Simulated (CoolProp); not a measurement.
Aqueous calcium chloride as a coolant, at -14 °C, 1 atm.

Model: Melinder's fits for secondary coolants, in CoolProp.

```json
[
 {"mass %": "18.1", "freezing point (°C)": "-15.2", "viscosity (mPa s)": "…", "conductivity (W/(m K))": "0.527", "Prandtl number": "27.0", "density (kg/m³)": "1169"},
 {"mass %": "20.7", "freezing point (°C)": "-19.5", "viscosity (mPa s)": "5.12", "conductivity (W/(m K))": "0.525", "Prandtl number": "…", "density (kg/m³)": "…"},
 {"mass %": "23.3", "freezing point (°C)": "-24.8", "viscosity (mPa s)": "5.79", "conductivity (W/(m K))": "0.522", "Prandtl number": "31.9", "density (kg/m³)": "1223"},
 {"mass %": "25.8", "freezing point (°C)": "…", "viscosity (mPa s)": "6.63", "conductivity (W/(m K))": "…", "Prandtl number": "35.8", "density (kg/m³)": "1250"},
 {"mass %": "28.4", "freezing point (°C)": "…", "viscosity (mPa s)": "7.83", "conductivity (W/(m K))": "0.515", "Prandtl number": "41.4", "density (kg/m³)": "1280"}
]
```

**Question.** Fill in the missing entries.

**Answer.** 
- 18.1, viscosity (mPa s): 4.60
- 20.7, Prandtl number: 29.1
- 20.7, density (kg/m³): 1195
- 25.8, freezing point (°C): -31.4
- 25.8, conductivity (W/(m K)): 0.519
- 28.4, freezing point (°C): -40.6
